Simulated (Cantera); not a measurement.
What does this Cantera script print?

```python
import numpy as np
import cantera as ct

gas = ct.Solution("gri30.yaml")
gas.TPX = 1675, 1200000, {'CH4': 1, 'CO2': 0.99, 'H2': 0.065}
inlet = ct.Reservoir(gas, clone=True)

reactor = ct.IdealGasConstPressureReactor(gas, energy="off", clone=False)
exhaust = ct.Reservoir(gas, clone=True)
tau = [4.7, 1.7, 0.58, 0.2, 0.071, 0.025, 0.0088][0]
for a, b in ((inlet, reactor), (reactor, exhaust)):
    ct.MassFlowController(a, b, mdot=lambda t: reactor.mass / tau)
net = ct.ReactorNet([reactor])
show = ['CH4', 'CO2', 'H2', 'HO2', 'H2O2', 'C2H', 'HCO']

rows = []
print(f"{'tau/s':>10s}{'T/K':>9s}" + "".join(f"{s:>11s}" for s in show))
for tau in [4.7, 1.7, 0.58, 0.2, 0.071, 0.025, 0.0088]:
    net.initial_time = 0.0
    net.advance(30 * tau)
    before = gas.X
    net.advance(40 * tau)
    drift = np.max(np.abs(gas.X - before) / (gas.X + 1e-9))
    rows.append([gas.T, *gas[show].X, drift])
    print(f"{tau:10.3e}{gas.T:9.1f}" + "".join(f"{x:11.3e}" for x in gas[show].X))
```

Output:

```
     tau/s      T/K        CH4        CO2         H2        HO2       H2O2        C2H        HCO
 4.700e+00   1675.0  5.472e-02  2.275e-02  3.900e-01  1.731e-15  8.357e-14  3.610e-09  9.799e-08
 1.700e+00   1675.0  6.495e-02  3.400e-02  3.533e-01  3.917e-15  1.806e-13  6.845e-09  8.818e-08
 5.800e-01   1675.0  7.387e-02  5.080e-02  3.102e-01  8.952e-15  3.820e-13  1.241e-08  7.522e-08
 2.000e-01   1675.0  8.250e-02  7.429e-02  2.661e-01  1.908e-14  7.125e-13  2.001e-08  6.035e-08
 7.100e-02   1675.0  9.819e-02  1.089e-01  2.261e-01  3.608e-14  1.051e-12  2.733e-08  4.492e-08
 2.500e-02   1675.0  1.361e-01  1.690e-01  1.950e-01  5.866e-14  1.035e-12  2.986e-08  2.973e-08
 8.800e-03   1675.0  2.099e-01  2.667e-01  1.753e-01  7.404e-14  5.418e-13  2.429e-08  1.637e-08
```

Cantera simulation using GRI-Mech 3.0 (53 species, 325 reactions); the numbers are that mechanism's predictions, not measurements. The pressure lies above the range GRI-Mech 3.0 was tuned for (to about 10 atm).
